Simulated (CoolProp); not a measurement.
Computed with CoolProp (reference Helmholtz-energy equation of state, Thol 2016).

Question: Give the vapour pressure (bar), liquid density (kg/m³), liquid cp (kJ/(kg K)), vapour Z of saturated hexamethyldisiloxane (MM) at 381.3, 414.5 K.

Answer: 
```csv
T (K),p (bar),liquid density (kg/m³),liquid cp (kJ/(kg K)),vapour Z
381.3,1.26,665,2.14,0.926
414.5,2.89,622,2.25,0.867
```
